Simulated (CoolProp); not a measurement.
n-dodecane along the isobar 1.01 bar: Z from the reference equation and from simpler models built on Tc = 658.1 K, pc = 18.18 bar, ω = 0.574; each cubic takes its own stable root.

The numbers come from the reference Helmholtz-energy equation of state, Lemmon 2004 in CoolProp. It is a short technical equation, of lower accuracy than the large ones.

| T (K) | phase | reference |
|---|---|---|
| 425.7 | liquid | 0.007488 |
| 441.9 | liquid | 0.007364 |
| 458.1 | liquid | 0.007261 |
| 474.3 | liquid | 0.007177 |
| 490.5 | gas | 0.9287 |
| 506.7 | gas | 0.9374 |
| 522.8 | gas | 0.9447 |
| 539 | gas | 0.9510 |
| 555.2 | gas | 0.9563 |
| 571.4 | gas | 0.9609 |
| 587.6 | gas | 0.9648 |
| 603.8 | gas | 0.9683 |
| 620 | gas | 0.9714 |

Question: How far does each simpler model (van der Waals, Soave-Redlich-Kwong) lie from the reference over these 13 states: mean and median of the absolute difference, and the worst?

Answer: 
- van der Waals: mean 3998.2 %, median 2.8 %, worst +13322.0 % at 474.3 K and 1.01 bar
- Soave-Redlich-Kwong: mean 7.2 %, median 1.1 %, worst +21.7 % at 425.7 K and 1.01 bar

At some of these states van der Waals gives the other phase, because its saturation line lies elsewhere.
